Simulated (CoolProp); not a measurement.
The numbers come from the reference Helmholtz-energy equation of state, Span 2003 in CoolProp. It is a short technical equation, of lower accuracy than the large ones.

Question: Give the vapour pressure (MPa), liquid density (kg/m³), enthalpy of vaporisation (kJ/kg) of saturated n-heptane at 53.55, 162.15 °C.

Answer: 
```csv
T (°C),p (MPa),liquid density (kg/m³),enthalpy of vaporisation (kJ/kg)
53.55,0.0218,655,347
162.15,0.483,547,263
```
